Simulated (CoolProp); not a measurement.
Computed with CoolProp (reference Helmholtz-energy equation of state, Thol 2018).

Task: For hydrogen chloride, give the phase and the cp (kJ/(kg K)) at 170.85 °C and 0.554 MPa; 170.85 °C and 2.49 MPa.

Result: 
- 170.85 °C and 0.554 MPa: gas; cp 0.813
- 170.85 °C and 2.49 MPa: gas; cp 0.861
